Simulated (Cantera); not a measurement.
What does this Cantera script print?

```python
import numpy as np
import cantera as ct

gas_names = [...]  # 47 gases of nasa_gas.yaml made of Cl, H, N, O, Si
cond_names = """
    H2O(s) H2O(L) NH4CL(a) NH4CL(b) Si(cr) Si(L) SiO2(Lqz) SiO2(hqz) SiO2(L) Si2N2O(s) Si3N4(a)
""".split()


# ... load() reads the species with a 1 bar reference pressure and builds the phases ...
atoms = {
    'SiCl4': {'Si': 1, 'CL': 4},
    'NO': {'N': 1, 'O': 1},
    'H2': {'H': 2},
    'O3': {'O': 3},
}
top_T = {'Si2N2O(s)': 2100, 'Si3N4(a)': 2400}  # K; cautious upper limits of use, not melting points


# ... equilibrate(T, P, feed) seeds the gas with the atoms and calls Mixture.equilibrate('TP', solver="vcs", rtol=1e-11, max_steps=5000) ...
results = []
feed = {'SiCl4': 1, 'NO': 1.5, 'H2': 0.1, 'O3': 0.76}  # mol
T = 700  # K
P = 39  # Pa
mix = equilibrate(T, P, feed)
results.append((T, P, feed, dict(zip(mix.species_names, mix.species_moles))))
x = sorted(zip(gas.X, gas.species_names), reverse=True)
print(f"T = {T:g} K  P = {P:g} Pa  gas = {mix.phase_moles(0):.4g} mol")
print("   x: " + "  ".join(f"{s} {v:.3e}" for v, s in x if v > 1e-06))
print("   condensed (mol): " + ("  ".join(f"{mix.phase(i).name} {mix.phase_moles(i):.4g}"
      for i in range(1, mix.n_phases) if mix.phase_moles(i) > 1e-12) or "none"))
```

Result:

```
T = 700 K  P = 39 Pa  gas = 3.739 mol
   x: CL2 5.085e-01  O2 2.378e-01  N2 2.006e-01  HCL 5.275e-02  H2O 3.685e-04  CL 2.387e-05
   condensed (mol): SiO2(Lqz) 1
```

These are equilibrium values from Cantera (NASA tables, ideal gas, pure condensed phases), not measurements of a reactor.
